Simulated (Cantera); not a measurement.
A closed system holds: 1 mol B, 66 mol H₂, 1.7 mol N₂, held at 0.000900 bar.

Equilibrium computed with Cantera from the NASA thermochemical tables; the gas is ideal and each condensed phase is pure. Candidate condensed phases: B, BN; 15 gas species. N₂ is the only nitrogen source here; it is nearly inert below about 1500 K, so the nitride shown seldom forms there in practice. Kinetics and transport are ignored.

Question: What share of the B ends up in condensed phases as a function of T (K), at 1248, 1398, 1548, 1698, 1848, 1998, 2148?

Answer: 
| T (K) | B condensed (%) | as |
|---|---|---|
| 1248 | 100.0 | BN(s) |
| 1398 | 100.0 | BN(s) |
| 1548 | 100.0 | BN(s) |
| 1698 | 99.9 | BN(s) |
| 1848 | 99.0 | BN(s) |
| 1998 | 96.0 | B(s) |
| 2148 | 82.6 | B(s) |
